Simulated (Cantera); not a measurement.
A closed system holds: 1 mol SiH4, 0.11 mol NH3, held at 1650 K and 10.0 Torr.

These are equilibrium values from Cantera (NASA tables, ideal gas, pure condensed phases), not measurements of a reactor. Candidate condensed phases: Si, Si3N4; 18 gas species. Equilibrium is a limit: real reactors are often held back by kinetics, nucleation or transport.

Base state: H2 0.974, N2 0.0248, H 0.000777, Si 2.01e-5 (mole fractions); condensed: Si(s).

### Question
What changes in the equilibrium state with this change: 0.0096 mol H2O added?

### Answer
| species | before | after |
|---|---|---|
| H2 | 0.974 | 0.971 |
| N2 | 0.0248 | 0.0241 |
| SiO | 0 | 0.00380 |
| H | 0.000777 | 0.000775 |
| Si | 2.01e-5 | 2.01e-5 |
| Si(s), mol | 1.000 | 0.989 |
| Si2N2O(s), mol | 0 | 0.00109 |
Mutual solubility and eutectic melting of coexisting phases are not modelled. Further candidate phases: H2O, SiO2, Si2N2O.
